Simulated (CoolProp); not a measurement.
A single-stage vapour-compression cycle with the fluid: evaporating at 301.15 K (dew point), condensing at 355.15 K (bubble point), superheat 10 K, subcooling 2 K, compressor efficiency 0.7, no pressure losses. The same conditions are run with several fluids, on thermodynamics alone (safety and materials aside).

Values from CoolProp's reference Helmholtz-energy equation of state of each fluid (tetrahydrofuran: Fiedler 2023; R1233zd(E): Akasaka 2022; c-C4F8 (RC318): Platzer 1990; fluoroethane (R161): Wu 2012; R1336mzz(E): Akasaka 2023; R11: Jacobsen 1992). The equations of Platzer and Polt are older, rougher fits.

```csv
fluid,cooling COP,pressure ratio,discharge temperature (K),refrigerating effect (kJ/kg),volumetric capacity (kJ/m³)
tetrahydrofuran,3.40,6.74,395.3,359,249
R1233zd(E),3.07,4.77,371.2,132,1010
c-C4F8 (RC318),2.23,4.09,355.1,48.7,1430
fluoroethane (R161),2.64,3.41,391.4,217,4760
R1336mzz(E),2.69,4.64,361.2,83.7,1230
R11,3.27,4.66,387.0,138,896
```

The compression ends wet for: c-C4F8 (RC318).
